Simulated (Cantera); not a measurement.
A closed system holds: 1 mol SiH₂Cl₂, 36 mol N₂, at 1298.15 K and 52.5 Torr.

Cantera equilibrium calculation (NASA polynomials, part measured and part estimated; ideal gas, pure solids and liquids). Candidate condensed phases: NH₄Cl, Si, Si₃N₄; 28 gas species. N₂ is the only nitrogen source here; it is nearly inert below about 1500 K, so the nitride shown seldom forms there in practice. The tables' values for SiCl₃ are old estimates; treat these amounts as uncertain. Equilibrium is a limit: real reactors are often held back by kinetics, nucleation or transport.

Base state: N₂ 0.950, HCl 0.0401, H₂ 0.00674, SiCl₄ 0.00298, SiCl₃ 0.000343, SiCl₂ 0.000235, SiHCl₃ 2.27e-5 (mole fractions); condensed: Si₃N₄(s).

Problem. What changes in the equilibrium state with this change: N₂ from 36 to 3.8 mol?

Solution. 
| species | before | after |
|---|---|---|
| N₂ | 0.950 | 0.644 |
| HCl | 0.0401 | 0.238 |
| H₂ | 0.00674 | 0.0776 |
| SiCl₄ | 0.00298 | 0.0363 |
| SiHCl₃ | 2.27e-5 | 0.000534 |
| SiCl₃ | 0.000343 | 0.00238 |
| SiCl₂ | 0.000235 | 0.000934 |
| Si₃N₄(s), mol | 0.289 | 0.265 |

Problem. What changes in the equilibrium state with this change: pressure from 52.5 Torr to 9.00 Torr?

Solution. 
```csv
species,before,after
N₂,0.950,0.949
HCl,0.0401,0.0412
H₂,0.00674,0.00617
SiCl₄,0.00298,0.00221
SiCl₂,0.000235,0.000880
SiCl₃,0.000343,0.000570
SiHCl₃,2.27e-5,1.49e-5
"Si₃N₄(s), mol",0.289,0.288
```
